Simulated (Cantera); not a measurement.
Charge: 1 mol SiH2Cl2, 0.35 mol C2H4, 100 mol H2, held at 2450 K and 0.00133 bar.

Equilibrium computed with Cantera from the NASA thermochemical tables; the gas is ideal and each condensed phase is pure. Candidate condensed phases: C, C6H6, C7H8, C8H18, Si, SiC; 109 gas species. The tables' values for SiCl are old estimates; treat these amounts as uncertain. The numbers say what is thermodynamically allowed, not how fast it happens.

Base state: H2 0.562, H 0.413, HCl 0.0100, Si 0.00694, Cl 0.00522, C2H2 (acetylene) 0.00189, SiC2 0.000597, C2H 8.91e-5 (mole fractions); condensed: gas only.

**Question.** What changes in the equilibrium state with this change: temperature from 2450 K to 1400 K?

**Answer.** 
```tsv
species	before	after
H2	0.562	0.981
HCl	0.0100	0.0176
SiCl2	7.82e-7	0.000931
H	0.413	0.000132
C2H2 (acetylene)	0.00189	<1e-9
SiC2	0.000597	<1e-9
Si(s), mol	0	0.204
SiC(s), mol	0	0.700
```
Mutual solubility and eutectic melting of coexisting phases are not modelled.
